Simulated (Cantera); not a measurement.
What does this Cantera script print?

```python
import numpy as np
import cantera as ct

gas_names = """
    C CH CH2 CH3 CH2OH CH3O CH4 CH3OH CO CO2 COOH C2 C2H CHCO,ketyl C2H2,acetylene C2H2,vinylidene
    CH2CO,ketene C2H3,vinyl CH3CO,acetyl C2H4 C2H4O,ethylen CH3CHO,ethanal CH3COOH (HCOOH)2 C2H5 C2H6
    CH3OCH3 C2H5OH C2O C3 C3H3,propargyl C3H4,allene C3H4,propyne C3H4,cyclo- C3H5,allyl C3H6,propylene
    C3H6,cyclo- C3H6O C3H7,n-propyl C3H7,i-propyl C3H8 C3H8O,1propanol C3H8O,2propanol C3O2 C4 C4H2
    C4H4,1,3-cyclo- C4H6,butadiene C4H6,2-butyne C4H6,cyclo- C4H8,1-butene C4H8,cis2-buten
    C4H8,tr2-butene C4H8,isobutene C4H8,cyclo- (CH3COOH)2 C4H9,n-butyl C4H9,i-butyl C4H9,s-butyl
    C4H9,t-butyl C4H10,isobutane C4H10,n-butane C5 C5H6,1,3cyclo- C5H8,cyclo- C5H10,1-pentene
    C5H10,cyclo- C5H11,pentyl C5H11,t-pentyl C5H12,n-pentane C5H12,i-pentane CH3C(CH3)2CH3 C6H2
    C6H5,phenyl C6H5O,phenoxy C6H6 C6H5OH,phenol C6H10,cyclo- C6H12,1-hexene C6H12,cyclo- C6H13,n-hexyl
    C7H7,benzyl C7H8 C7H8O,cresol C7H14,1-heptene C7H15,n-heptyl C7H16,n-heptane C8H8,styrene
    C8H10,ethylbenz C8H16,1-octene C8H17,n-octyl C8H18,isooctane C8H18,n-octane C9H19,n-nonyl
    C10H8,naphthale C10H21,n-decyl C12H9,o-bipheny C12H10,bipheny H HCO HO2 H2 HCHO,formaldehy HCOOH H2O
    H2O2 O OH O2 O3 Si SiC SiC2 SiC4H12 SiH SiH2 SiH3 SiH4 SiO SiO2 Si2 Si2C Si3
""".split()
cond_names = """
    C(gr) C6H6(L) C7H8(L) C8H18(L),n-octa H2O(s) H2O(L) Si(cr) Si(L) SiC(b) SiO2(Lqz) SiO2(hqz) SiO2(L)
""".split()


def load(file, names, dense=False):
    # The tables refer to 1 bar. Condensed volumes are neglected.
    table = {s.name: s for s in ct.Species.list_from_file(file)}
    out = []
    for n in names:
        d = dict(table[n].input_data)
        d["thermo"] = dict(d["thermo"], **{"reference-pressure": 1e5})
        if dense:
            d["equation-of-state"] = {"model": "constant-volume", "density": "1e6 g/cm^3"}
        out.append(ct.Species.from_dict(d))
    return out


gas = ct.Solution(thermo="ideal-gas", species=load("nasa_gas.yaml", gas_names))
cond = {s.name: ct.Solution(thermo="fixed-stoichiometry", species=[s], name=s.name)
        for s in load("nasa_condensed.yaml", cond_names, dense=True)}
atoms = {
    'SiC': {'Si': 1, 'C': 1},
    'CO2': {'C': 1, 'O': 2},
    'H2': {'H': 2},
}
top_T = {'C(gr)': 4500, 'SiC(b)': 3050}  # K; cautious upper limits of use, not melting points


def equilibrate(T, P, feed):
    n = {}
    for name, mol in feed.items():
        for a, k in atoms[name].items():
            n[a] = n.get(a, 0.0) + k * mol
    gas.TPX = T, P, n
    mass = sum(n.values()) * gas.mean_molecular_weight
    gas.equilibrate("TP")
    valid = [c for c in cond.values() if c.min_temp <= T <= top_T.get(c.name, c.max_temp)]
    mix = ct.Mixture([(gas, mass / gas.mean_molecular_weight)] + [(c, 0.0) for c in valid])
    mix.T, mix.P = T, P
    mix.equilibrate("TP", solver="vcs", rtol=1e-11, max_steps=5000)
    return mix


results = []
feed = {'SiC': 1, 'CO2': 0.02, 'H2': 760}  # mol
P = 66000  # Pa
for T in [950, 1050, 1150, 1250, 1350, 1450, 1550, 1650, 1750, 1850, 1950, 2050, 2150]:
    mix = equilibrate(T, P, feed)
    results.append((T, P, feed, dict(zip(mix.species_names, mix.species_moles))))
    x = sorted(zip(gas.X, gas.species_names), reverse=True)
    print(f"T = {T:g} K  P = {P:g} Pa  gas = {mix.phase_moles(0):.4g} mol")
    print("   x: " + "  ".join(f"{s} {v:.3e}" for v, s in x if v > 1e-06))
    print("   condensed (mol): " + ("  ".join(f"{mix.phase(i).name} {mix.phase_moles(i):.4g}"
          for i in range(1, mix.n_phases) if mix.phase_moles(i) > 1e-12) or "none"))
```

Output:

```
T = 950 K  P = 66000 Pa  gas = 760 mol
   x: H2 9.999e-01  CH4 5.276e-05
   condensed (mol): SiC(b) 0.9799  SiO2(hqz) 0.02
T = 1050 K  P = 66000 Pa  gas = 760 mol
   x: H2 9.999e-01  CH4 5.277e-05
   condensed (mol): SiC(b) 0.9799  SiO2(hqz) 0.02
T = 1150 K  P = 66000 Pa  gas = 760 mol
   x: H2 9.999e-01  CH4 5.280e-05
   condensed (mol): SiC(b) 0.9799  SiO2(hqz) 0.01994
T = 1250 K  P = 66000 Pa  gas = 760 mol
   x: H2 9.999e-01  CH4 5.330e-05  SiO 1.792e-06
   condensed (mol): SiC(b) 0.9794  SiO2(hqz) 0.01916
T = 1350 K  P = 66000 Pa  gas = 760 mol
   x: H2 9.999e-01  CH4 5.555e-05  SiO 1.907e-05  CO 4.177e-06  H 2.933e-06  H2O 1.082e-06
   condensed (mol): SiC(b) 0.9746  SiO2(hqz) 0.01076
T = 1450 K  P = 66000 Pa  gas = 760 mol
   x: H2 9.999e-01  CH4 5.140e-05  SiO 3.821e-05  CO 1.348e-05  H 1.164e-05
   condensed (mol): SiC(b) 0.9707
T = 1550 K  P = 66000 Pa  gas = 760 mol
   x: H2 9.999e-01  CH4 4.554e-05  H 3.877e-05  SiO 3.529e-05  CO 1.694e-05
   condensed (mol): SiC(b) 0.9725
T = 1650 K  P = 66000 Pa  gas = 760.1 mol
   x: H2 9.998e-01  H 1.118e-04  CH4 4.085e-05  SiO 3.224e-05  CO 2.020e-05  SiH2 2.306e-06
   condensed (mol): SiC(b) 0.9734
T = 1750 K  P = 66000 Pa  gas = 760.1 mol
   x: H2 9.996e-01  H 2.862e-04  CH4 3.799e-05  SiO 2.869e-05  CO 2.384e-05  SiH2 6.283e-06
   condensed (mol): SiC(b) 0.9721
T = 1850 K  P = 66000 Pa  gas = 760.3 mol
   x: H2 9.992e-01  H 6.629e-04  CH4 3.781e-05  CO 2.869e-05  SiO 2.387e-05  SiH2 1.446e-05  Si 3.355e-06  SiH 2.701e-06  C2H2,acetylene 2.007e-06
   condensed (mol): SiC(b) 0.9659
T = 1950 K  P = 66000 Pa  gas = 760.6 mol
   x: H2 9.984e-01  H 1.410e-03  CH4 4.059e-05  CO 3.471e-05  SiH2 2.832e-05  SiO 1.785e-05  Si 1.291e-05  C2H2,acetylene 8.773e-06  SiH 8.015e-06  CH3 1.142e-06
   condensed (mol): SiC(b) 0.9482
T = 2050 K  P = 66000 Pa  gas = 761.1 mol
   x: H2 9.970e-01  H 2.788e-03  SiH2 5.084e-05  CH4 4.414e-05  Si 4.262e-05  CO 3.980e-05  C2H2,acetylene 3.446e-05  SiH 2.092e-05  SiO 1.275e-05  CH3 2.426e-06  Si2C 1.435e-06
   condensed (mol): SiC(b) 0.9004
T = 2150 K  P = 66000 Pa  gas = 762.1 mol
   x: H2 9.943e-01  H 5.177e-03  Si 1.303e-04  C2H2,acetylene 1.105e-04  SiH2 8.939e-05  SiH 5.162e-05  CH4 4.590e-05  CO 4.287e-05  SiO 9.605e-06  Si2C 6.415e-06  CH3 4.619e-06
   condensed (mol): SiC(b) 0.7741
```

Cantera equilibrium calculation (NASA polynomials, part measured and part estimated; ideal gas, pure solids and liquids). Mutual solubility and eutectic melting of coexisting phases are not modelled. The tables hold silica as quartz up to 1696 K and as liquid above; real silica turns to tridymite and cristobalite and melts near 1996 K. Gases not in the tables: Si2H6 and higher silanes.
